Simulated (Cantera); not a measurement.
Feed: 1 mol (CH3)2SiCl2, 0.017 mol C2H4, 260 mol H2, equilibrated at 1650 °C and 4.00 mbar.

Method: chemical equilibrium by Gibbs-energy minimisation in Cantera with the NASA 1993 tables (ideal gas, pure condensed phases). Candidate condensed phases: C, C6H6, C7H8, C8H18, Si, SiC; 109 gas species. The feed counts by its element totals alone. Equilibrium is a limit: real reactors are often held back by kinetics, nucleation or transport.

Base state: H2 0.977, H 0.0147, HCl 0.00742, C2H2 (acetylene) 0.000441, Si 0.000173, Cl 8.41e-5 (mole fractions); condensed: C(graphite) + SiC(s).

Task: What changes in the equilibrium state with this change: temperature from 1650 °C to 1275 °C?

Result: 
```csv
species,before,after
H2,0.977,0.992
HCl,0.00742,0.00757
H,0.0147,0.000486
C2H2 (acetylene),0.000441,1.56e-5
Si,0.000173,6.97e-8
Cl,8.41e-5,2.96e-6
"C(graphite), mol",0.850,1.02
"SiC(s), mol",0.945,1.000
```
